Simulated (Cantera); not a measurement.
A Cantera script and its output.

```python
import numpy as np
import cantera as ct

surf = ct.Interface("diamond.yaml", "diamond_100")
gas, bulk = surf.adjacent["gas"], surf.adjacent["diamond"]
k = surf.kinetics_species_index(bulk.species_names[0])
cover = ["c6HH", "c6H*", "c6*H", "c6**", "c6HM", "c6B"]

rows, drift = [], 0.0
print(f"{'xH':>10s}{'um/h':>11s}" + "".join(f"{s:>11s}" for s in cover))
for v in [0.0001, 0.00022, 0.00047, 0.001, 0.0022, 0.0047, 0.01, 0.022, 0.047]:
    T, P, xH, xCH3 = 1048, 25000, v, 0.00098
    gas.TPX = T, P, {"H": xH, "CH3": xCH3, "CH4": 0.0022, "H2": 1 - xH - xCH3 - 0.0022}
    surf.TP = bulk.TP = T, P
    surf.coverages = "c6H*:0.1, c6HH:0.9"
    surf.advance_coverages(100.0)
    before = surf.coverages
    surf.advance_coverages(100.0)
    drift = max(drift, np.max(np.abs(surf.coverages - before) / (surf.coverages + 1e-9)))
    rate = surf.net_production_rates[k] * bulk.mean_molecular_weight / bulk.density * 3.6e9
    rows.append([rate, *surf[cover].coverages])
    print(f"{v:10.4g}{rate:11.4e}" + "".join(f"{x:11.3e}" for x in rows[-1][1:]))
```

It prints:

```
        xH       um/h       c6HH       c6H*       c6*H       c6**       c6HM        c6B
    0.0001 1.5892e+01  2.298e-01  6.904e-03  1.242e-01  9.000e-04  4.446e-01  4.312e-08
   0.00022 3.1423e+01  2.579e-01  8.870e-03  1.596e-01  2.012e-03  3.977e-01  8.527e-08
   0.00047 5.4833e+01  3.106e-01  1.158e-02  2.081e-01  3.917e-03  3.237e-01  1.488e-07
     0.001 8.4082e+01  3.782e-01  1.479e-02  2.655e-01  6.493e-03  2.327e-01  2.282e-07
    0.0022 1.1356e+02  4.459e-01  1.796e-02  3.215e-01  9.200e-03  1.426e-01  3.081e-07
    0.0047 1.3463e+02  4.939e-01  2.028e-02  3.607e-01  1.118e-02  7.906e-02  3.653e-07
      0.01 1.4761e+02  5.229e-01  2.187e-02  3.841e-01  1.243e-02  4.071e-02  4.006e-07
     0.022 1.5532e+02  5.390e-01  2.324e-02  3.966e-01  1.320e-02  1.945e-02  4.215e-07
     0.047 1.6012e+02  5.465e-01  2.489e-02  4.014e-01  1.375e-02  9.375e-03  4.345e-07
```

Model: the Harris–Goodwin 1993 mechanism for the reconstructed diamond (100) surface, integrated in Cantera.
